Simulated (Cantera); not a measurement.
Input (Python, Cantera):

```python
import numpy as np
import cantera as ct

gas = ct.Solution("h2o2.yaml")
gas.TPX = 1150, 100000, {'H2': 0.55, 'O2': 1, 'N2': 3.6}
reactor = ct.IdealGasConstPressureReactor(gas, energy="off", clone=False)
net = ct.ReactorNet([reactor])
net.rtol, net.atol = 1e-08, 1e-18
show = ['H2', 'O2', 'O', 'H2O2', 'HO2', 'H2O']
times = np.geomspace(0.0002, 4, 9)

steps = ct.SolutionArray(gas, extra=["t"])
rows = []
print(f"{'t/s':>10s}{'T/K':>9s}{'P/Pa':>11s}" + "".join(f"{s:>11s}" for s in show))
for t in times:
    while net.time < t:
        t_next = net.step()
        steps.append(gas.state, t=t_next)
    rows.append([np.interp(t, steps.t, y) for y in (steps.T, steps.P, *steps(*show).X.T)])
    print(f"{t:10.3e}{rows[-1][0]:9.1f}{rows[-1][1]:11.4g}" + "".join(f"{x:11.3e}" for x in rows[-1][2:]))
rate = np.gradient(steps.T, steps.t)
print("integrator steps:", len(steps.t))
if steps.T.max() > steps.T[0] + 200:
    print(f"time of steepest temperature rise: {steps.t[rate.argmax()]:.4e} s")
gas.TPX = 1150, 100000, {'H2': 0.55, 'O2': 1, 'N2': 3.6}
gas.equilibrate("TP")
print(f"equilibrium (TP): T = {gas.T:.1f} K  " + "  ".join(f"{s} {gas[s].X[0]:.3e}" for s in show))
```

Result:

```
       t/s      T/K       P/Pa         H2         O2          O       H2O2        HO2        H2O
 2.000e-04   1150.0      1e+05  1.991e-03  1.493e-01  2.647e-04  6.681e-06  5.459e-05  1.104e-01
 6.897e-04   1150.0      1e+05  4.119e-04  1.488e-01  2.745e-05  1.934e-06  1.665e-05  1.123e-01
 2.378e-03   1150.0      1e+05  6.653e-05  1.487e-01  3.644e-06  3.357e-07  3.423e-06  1.127e-01
 8.202e-03   1150.0      1e+05  4.188e-06  1.487e-01  4.719e-07  6.916e-08  3.062e-07  1.128e-01
 2.828e-02   1150.0      1e+05  8.120e-08  1.487e-01  9.119e-08  1.649e-08  2.988e-08  1.128e-01
 9.754e-02   1150.0      1e+05  6.507e-09  1.487e-01  2.332e-08  4.462e-09  8.741e-09  1.128e-01
 3.364e-01   1150.0      1e+05  2.024e-09  1.487e-01  7.063e-09  1.395e-09  5.656e-09  1.128e-01
 1.160e+00   1150.0      1e+05  1.294e-09  1.487e-01  3.462e-09  6.994e-10  6.058e-09  1.128e-01
 4.000e+00   1150.0      1e+05  1.265e-09  1.487e-01  3.226e-09  6.536e-10  6.155e-09  1.128e-01
integrator steps: 1578
equilibrium (TP): T = 1150.0 K  H2 1.265e-09  O2 1.487e-01  O 3.226e-09  H2O2 6.536e-10  HO2 6.155e-09  H2O 1.128e-01
```

Cantera simulation using the H2/O2 subset of GRI-Mech 3.0, which has no nitrogen chemistry; the numbers are that mechanism's predictions, not measurements. The temperature is held fixed by assumption; the heat of reaction is taken as removed at once.
